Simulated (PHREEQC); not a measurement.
0.03 g of hydrous ferric oxide (600 m²/g; 0.2 weak and 0.005 strong sites per Fe, Dzombak-Morel constants, diffuse double layer) in 1 kg of water with 0.005 mol/kgw of an inert sodium salt, at 25 °C; the pH is set by adding NaOH or the inert anion's acid. Oxygen is held at 0.21 atm. The system is closed to CO2. Precipitation was switched off in this run.

All values are PHREEQC results (ion-association model, wateq4f.dat), not measurements.

```tsv
pH	surface charge σ (C/m²)	surface potential ψ (mV)
3	0.302	215
3.5	0.242	207
4	0.182	194
4.5	0.131	177
5	0.090	158
5.5	0.059	137
6	0.038	114
6.5	0.023	89
7	0.013	62
7.5	0.006	34
8	0.001	6
8.5	-0.004	-22
9	-0.009	-50
```

The oxide is taken as insoluble; below pH 4 it would dissolve.
